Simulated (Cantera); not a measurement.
A freely propagating, adiabatic, planar premixed flame of 29.6 % H2, 12.3 % O2, 58.0 % N2, equivalence ratio 1.2, unburnt at 650 K and 41000 Pa; multicomponent transport, grid criteria slope 0.08 and curve 0.16, no radiation.

Computed with Cantera and the H2/O2 subset of GRI-Mech 3.0, which has no nitrogen chemistry. Burning velocities carry a grid error of a few per cent, more on coarse grids.

Task: Predict: laminar burning velocity; thermal thickness; peak x(OH); peak x(HO2); peak x(H2O2).

Result: 
```json
{
 "laminar_burning_velocity": "726 cm/s",
 "thermal_thickness": "1.66 mm",
 "peak x(OH)": "0.0131",
 "peak x(HO2)": "0.000101",
 "peak x(H2O2)": "2.20e-6"
}
```
